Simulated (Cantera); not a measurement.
Cantera run, input and output.

```python
import numpy as np
import cantera as ct

gas = ct.Solution("gri30.yaml")
gas.TPX = 1350, 150000, {'CH4': 1, 'H2': 0.043, 'O2': 2.67, 'N2': 10.1}
reactor = ct.IdealGasConstPressureReactor(gas, energy="on", clone=False)
net = ct.ReactorNet([reactor])
net.rtol, net.atol = 1e-08, 1e-16
show = ['CH4', 'H2', 'O2', 'HO2', 'C2H4', 'HCN']
times = np.geomspace(6e-06, 4, 13)

steps = ct.SolutionArray(gas, extra=["t"])
rows = []
print(f"{'t/s':>10s}{'T/K':>9s}{'P/Pa':>11s}" + "".join(f"{s:>11s}" for s in show))
for t in times:
    while net.time < t:
        t_next = net.step()
        steps.append(gas.state, t=t_next)
    rows.append([np.interp(t, steps.t, y) for y in (steps.T, steps.P, *steps(*show).X.T)])
    print(f"{t:10.3e}{rows[-1][0]:9.1f}{rows[-1][1]:11.4g}" + "".join(f"{x:11.3e}" for x in rows[-1][2:]))
rate = np.gradient(steps.T, steps.t)
print("integrator steps:", len(steps.t))
if steps.T.max() > steps.T[0] + 200:
    print(f"time of steepest temperature rise: {steps.t[rate.argmax()]:.4e} s")
gas.TPX = 1350, 150000, {'CH4': 1, 'H2': 0.043, 'O2': 2.67, 'N2': 10.1}
gas.equilibrate("HP")
print(f"equilibrium (HP): T = {gas.T:.1f} K  " + "  ".join(f"{s} {gas[s].X[0]:.3e}" for s in show))
```

Output:

```
       t/s      T/K       P/Pa        CH4         H2         O2        HO2       C2H4        HCN
 6.000e-06   1350.0    1.5e+05  7.240e-02  3.113e-03  1.933e-01  7.551e-08  3.676e-14  1.243e-21
 1.834e-05   1350.0    1.5e+05  7.240e-02  3.113e-03  1.933e-01  2.270e-07  1.679e-12  1.259e-20
 5.608e-05   1350.0    1.5e+05  7.239e-02  3.113e-03  1.933e-01  6.581e-07  7.305e-11  1.400e-19
 1.714e-04   1350.0    1.5e+05  7.239e-02  3.113e-03  1.933e-01  1.671e-06  5.333e-09  2.396e-18
 5.241e-04   1350.3    1.5e+05  7.227e-02  3.109e-03  1.932e-01  2.758e-06  9.437e-07  1.924e-16
 1.602e-03   1357.2    1.5e+05  7.085e-02  3.182e-03  1.923e-01  1.206e-05  4.532e-05  1.298e-14
 4.899e-03   2595.6    1.5e+05  3.941e-17  4.639e-03  4.809e-02  7.673e-06  4.039e-26  4.354e-11
 1.498e-02   2586.1    1.5e+05  3.963e-17  4.615e-03  4.481e-02  7.123e-06  3.951e-26  7.736e-11
 4.579e-02   2585.2    1.5e+05  3.965e-17  4.613e-03  4.452e-02  7.074e-06  3.943e-26  8.013e-11
 1.400e-01   2585.2    1.5e+05  3.965e-17  4.613e-03  4.452e-02  7.074e-06  3.943e-26  8.013e-11
 4.280e-01   2585.2    1.5e+05  3.965e-17  4.613e-03  4.452e-02  7.074e-06  3.943e-26  8.013e-11
 1.308e+00   2585.2    1.5e+05  3.965e-17  4.613e-03  4.452e-02  7.074e-06  3.943e-26  8.013e-11
 4.000e+00   2585.2    1.5e+05  3.965e-17  4.613e-03  4.452e-02  7.074e-06  3.943e-26  8.013e-11
integrator steps: 2077
time of steepest temperature rise: 2.9355e-03 s
equilibrium (HP): T = 2585.2 K  CH4 5.501e-17  H2 4.613e-03  O2 4.452e-02  HO2 7.074e-06  C2H4 4.573e-26  HCN 8.013e-11
```

Computed with Cantera and GRI-Mech 3.0 (53 species, 325 reactions).
